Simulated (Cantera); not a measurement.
An adiabatic, constant-pressure homogeneous reactor starts with CH3OH : O2 : N2 : H2O = 1 : 1.25 : 4.7 : 0.36 (molar parts), at 1500 K and 7500 Torr.

Computed with Cantera and GRI-Mech 3.0 (53 species, 325 reactions). GRI-Mech 3.0 was tuned for natural gas; its chemistry of methanol as a main component is partial and can be far from experiment.

One state of this run: T (K) = 2835; x CH3OH = <1e-12; x O2 = 0.00506; x H2O = 0.251; x H2 = 0.0279; x C2H4 = <1e-12. x: mole fraction; the columns are a selection and need not sum to one.

**Question.** Which value of t (s) does it belong to?
A) 0.200
B) 1.51e-5
C) 1.00e-6
D) 3.88e-6

**Answer.** A, 0.200
